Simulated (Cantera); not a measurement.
**Transport properties of process gases**

Gas mixture: 49.0 % N₂, 51.0 % NO, at 0.0296 atm, frozen composition.

Cantera's kinetic-theory transport with the Lennard-Jones parameters of GRI-Mech 3.0, ideal gas; thermal conductivity in the mixture-averaged form. The composition is frozen, though it would react at the higher temperatures.

```
T (K)  ρ (kg/m³)  cp (J/kg/K)  μ (µPa s)  λ (mW/m/K)     Pr  D (cm²/s) CH₄  D (cm²/s) O  D (cm²/s) NO
-----  ---------  -----------  ---------  ----------  -----  -------------  -----------  ------------
400       0.0262         1021       22.7        32.6  0.713           12.5         17.9          11.4
650       0.0161         1068       31.8        48.2  0.704           28.9         40.8          26.2
900       0.0116         1130       39.4        63.0  0.707           50.0         70.3          45.1
1150     0.00911         1173       46.3        76.8  0.707           75.4          106          67.9
1400     0.00748         1205       52.6        89.7  0.706            105          147          94.2
1650     0.00635         1229       58.5         102  0.705            137          192           124
1900     0.00551         1247       64.1         113  0.705            174          243           156
```
D: mixture-averaged diffusion coefficient of that species in the mixture.
